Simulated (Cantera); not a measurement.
# CHF₃ (fluorocarbon and chlorocarbon gases)

Feed: 1 mol CHF₃, equilibrated at 1775 K.

Cantera equilibrium calculation (NASA polynomials, part measured and part estimated; ideal gas, pure solids and liquids). Candidate condensed phases: C, C₆H₆, C₇H₈, C₈H₁₈; 95 gas species. Gases not in the tables: C₂F₆ and larger saturated fluorocarbons. Rates play no part.

From 1.00e-5 bar to 1.00 bar the condensed part is C(graphite). The main C-bearing gas is CF₂ at 1.00e-5 bar and CF₄ at 1.00 bar. The share of C in condensed phases is highest at 1.00e-5 bar (52.7 %) and lowest at 6.80e-5 bar (47.2 %).

```json
[
 {"P (Pa)": "1", "x HF": "0.468", "x CF₄": "0.0904", "x F": "0.311", "x CF₂": "0.129", "x CF₃": "0.00153", "x CF": "0.000410", "x CHF₃": "3.37e-8", "x H₂F₂": "2.05e-11", "n C(graphite)": "0.527"},
 {"P (Pa)": "6.80", "x HF": "0.593", "x CF₄": "0.232", "x F": "0.0935", "x CF₂": "0.0792", "x CF₃": "0.00192", "x CF": "0.000123", "x CHF₃": "1.79e-7", "x H₂F₂": "2.24e-10", "n C(graphite)": "0.472"},
 {"P (Pa)": "46", "x HF": "0.643", "x CF₄": "0.297", "x F": "0.0237", "x CF₂": "0.0345", "x CF₃": "0.00143", "x CF": "3.12e-5", "x CHF₃": "5.70e-7", "x H₂F₂": "1.78e-9", "n C(graphite)": "0.482"},
 {"P (Pa)": "320", "x HF": "0.659", "x CF₄": "0.321", "x F": "0.00564", "x CF₂": "0.0136", "x CF₃": "0.000934", "x CF": "7.43e-6", "x CHF₃": "1.60e-6", "x H₂F₂": "1.30e-8", "n C(graphite)": "0.491"},
 {"P (Pa)": "2200", "x HF": "0.664", "x CF₄": "0.329", "x F": "0.00134", "x CF₂": "0.00524", "x CF₃": "0.000588", "x CF": "1.76e-6", "x CHF₃": "4.28e-6", "x H₂F₂": "9.07e-8", "n C(graphite)": "0.496"},
 {"P (Pa)": "15000", "x HF": "0.666", "x CF₄": "0.332", "x F": "0.000318", "x CF₂": "0.00202", "x CF₃": "0.000366", "x CF": "4.18e-7", "x CHF₃": "1.13e-5", "x H₂F₂": "6.22e-7", "n C(graphite)": "0.498"},
 {"P (Pa)": "100000", "x HF": "0.666", "x CF₄": "0.333", "x F": "7.66e-5", "x CF₂": "0.000782", "x CF₃": "0.000228", "x CF": "1.01e-7", "x CHF₃": "2.91e-5", "x H₂F₂": "4.15e-6", "n C(graphite)": "0.499"}
]
```
x: gas mole fraction; n: condensed amount in mol.
